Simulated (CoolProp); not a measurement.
Vapour-liquid equilibrium of CHF3 (R23) (1) + R227EA (2) at 262.6 K; x and y are mole fractions of (1).

Model: multi-fluid Helmholtz-energy mixture model, Penoncello 2003 and Lemmon 2016; pair parameters Bell 2016, in CoolProp.

```csv
x,bubble pressure (bar),y at the bubble point,dew pressure at overall composition x (bar),liquid density (mol/L)
0.05,2.052,0.381,1.359,9.192
0.125,3.271,0.626,1.472,9.551
0.2,4.546,0.743,1.606,9.930
0.275,5.840,0.809,1.765,10.33
0.35,7.127,0.852,1.958,10.76
0.425,8.391,0.882,2.199,11.21
0.5,9.629,0.905,2.505,11.68
0.575,10.85,0.923,2.909,12.19
0.65,12.07,0.938,3.468,12.74
0.725,13.31,0.951,4.290,13.32
0.8,14.59,0.964,5.614,13.94
0.875,15.97,0.977,8.049,14.61
0.95,17.47,0.991,13.16,15.33
```

No azeotrope shows between x = 0.05 and 0.95.

Pair parameters are fitted to limited data, so mixtures are less certain than the pure fluids.
